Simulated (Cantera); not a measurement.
A Cantera script and its output.

```python
import numpy as np
import cantera as ct

gas = ct.Solution("gri30.yaml")
gas.TPX = 1300, 55000, {'CO': 0.002, 'O2': 0.019, 'H2O': 0.0074, 'N2': 1}
reactor = ct.IdealGasConstPressureReactor(gas, energy="off", clone=False)
net = ct.ReactorNet([reactor])
net.rtol, net.atol = 1e-08, 1e-18
show = ['CO', 'O2', 'H2O', 'N2O', 'OH']
times = np.geomspace(0.0001, 1, 15)

steps = ct.SolutionArray(gas, extra=["t"])
rows = []
print(f"{'t/s':>10s}{'T/K':>9s}{'P/Pa':>11s}" + "".join(f"{s:>11s}" for s in show))
for t in times:
    while net.time < t:
        t_next = net.step()
        steps.append(gas.state, t=t_next)
    rows.append([np.interp(t, steps.t, y) for y in (steps.T, steps.P, *steps(*show).X.T)])
    print(f"{t:10.3e}{rows[-1][0]:9.1f}{rows[-1][1]:11.4g}" + "".join(f"{x:11.3e}" for x in rows[-1][2:]))
rate = np.gradient(steps.T, steps.t)
print("integrator steps:", len(steps.t))
if steps.T.max() > steps.T[0] + 200:
    print(f"time of steepest temperature rise: {steps.t[rate.argmax()]:.4e} s")
gas.TPX = 1300, 55000, {'CO': 0.002, 'O2': 0.019, 'H2O': 0.0074, 'N2': 1}
gas.equilibrate("TP")
print(f"equilibrium (TP): T = {gas.T:.1f} K  " + "  ".join(f"{s} {gas[s].X[0]:.3e}" for s in show))
```

Output:

```
       t/s      T/K       P/Pa         CO         O2        H2O        N2O         OH
 1.000e-04   1300.0    5.5e+04  1.945e-03  1.848e-02  7.196e-03  6.951e-15  7.447e-11
 1.931e-04   1300.0    5.5e+04  1.945e-03  1.848e-02  7.196e-03  2.098e-14  2.190e-10
 3.728e-04   1300.0    5.5e+04  1.945e-03  1.848e-02  7.196e-03  6.823e-14  6.949e-10
 7.197e-04   1300.0    5.5e+04  1.945e-03  1.848e-02  7.196e-03  2.477e-13  2.456e-09
 1.389e-03   1300.0    5.5e+04  1.945e-03  1.848e-02  7.196e-03  1.212e-12  1.166e-08
 2.683e-03   1300.0    5.5e+04  1.945e-03  1.848e-02  7.196e-03  1.383e-11  1.300e-07
 5.179e-03   1300.0    5.5e+04  1.927e-03  1.846e-02  7.189e-03  1.116e-09  9.617e-06
 1.000e-02   1300.0    5.5e+04  1.048e-03  1.794e-02  7.064e-03  1.046e-07  1.260e-04
 1.931e-02   1300.0    5.5e+04  2.351e-04  1.759e-02  7.140e-03  2.605e-07  7.807e-05
 3.728e-02   1300.0    5.5e+04  5.333e-05  1.753e-02  7.178e-03  3.310e-07  3.882e-05
 7.197e-02   1300.0    5.5e+04  1.246e-05  1.752e-02  7.191e-03  3.592e-07  2.037e-05
 1.389e-01   1300.0    5.5e+04  2.785e-06  1.752e-02  7.197e-03  3.586e-07  1.122e-05
 2.683e-01   1300.0    5.5e+04  5.605e-07  1.752e-02  7.199e-03  3.293e-07  6.515e-06
 5.179e-01   1300.0    5.5e+04  9.674e-08  1.752e-02  7.201e-03  2.668e-07  4.067e-06
 1.000e+00   1300.0    5.5e+04  1.642e-08  1.752e-02  7.201e-03  1.734e-07  2.796e-06
integrator steps: 1114
equilibrium (TP): T = 1300.0 K  CO 3.059e-09  O2 1.746e-02  H2O 7.202e-03  N2O 6.968e-09  OH 1.762e-06
```

Cantera simulation using GRI-Mech 3.0 (53 species, 325 reactions); the numbers are that mechanism's predictions, not measurements.
